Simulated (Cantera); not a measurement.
Charge: 1 mol CH3Cl, 0.19 mol HCl, held at 1.00 bar.

Equilibrium computed with Cantera from the NASA thermochemical tables; the gas is ideal and each condensed phase is pure. Candidate condensed phases: C, C6H6, C7H8, C8H18; 91 gas species. Kinetics and transport are ignored. All values below are at 1725 °C.

Base state: HCl 0.542, H2 0.456, H 0.00108, Cl 0.000959, C2H2 (acetylene) 0.000345, CH4 8.86e-5 (mole fractions); condensed: C(graphite).

Question: What changes in the equilibrium state with this change: pressure from 1.00 bar to 13.3 mbar?

Answer: 
| species | before | after |
|---|---|---|
| HCl | 0.542 | 0.530 |
| H2 | 0.456 | 0.452 |
| H | 0.00108 | 0.00934 |
| Cl | 0.000959 | 0.00817 |
| CH4 | 8.86e-5 | 1.16e-6 |
| C2H2 (acetylene) | 0.000345 | 0.000342 |
| C(graphite), mol | 0.998 | 0.998 |
